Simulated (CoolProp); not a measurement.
Vapour-liquid equilibrium of n-heptane (1) + o-xylene (2) at 0.56 MPa; x and y are mole fractions of (1).

Values from CoolProp's multi-fluid Helmholtz-energy mixture model, Span 2003 and Zhou 2012; pair parameters Bell 2016.

Task: Give the bubble temperature and the first vapour's composition at x = 0.35, 0.55, 0.65. Is there an azeotrope?

Result: x = 0.35: 468.8 K, y = 0.569; x = 0.55: 458.9 K, y = 0.737; x = 0.65: 454.8 K, y = 0.805. No azeotrope shows between x = 0.05 and 0.95.

Pair parameters are fitted to limited data, so mixtures are less certain than the pure fluids.
